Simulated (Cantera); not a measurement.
Charge: 1 mol CCl4, 0.064 mol Si, 1.4 mol H2, equilibrated at 10000 Pa.

Equilibrium computed with Cantera from the NASA thermochemical tables; the gas is ideal and each condensed phase is pure. Candidate condensed phases: C, C6H6, C7H8, C8H18, Si, SiC; 123 gas species. Ions and electrons are included (thermal ionisation). The numbers say what is thermodynamically allowed, not how fast it happens.

Which condensed phases are stable at each of these points (T (K)): 2500, 2750, 3000, 3250, 3500, 3750, 4000, 4250, 4500, 4750, 5000?


```
T (K)  condensed phases  Si condensed (%)
-----  ----------------  ----------------
2500        C(graphite)               0.0
2750        C(graphite)               0.0
3000        C(graphite)               0.0
3250        C(graphite)               0.0
3500           gas only               0.0
3750           gas only               0.0
4000           gas only               0.0
4250           gas only               0.0
4500           gas only               0.0
4750           gas only               0.0
5000           gas only               0.0
```

From 2500 K to 3250 K the condensed part is C(graphite). From 3500 K to 5000 K nothing is condensed.
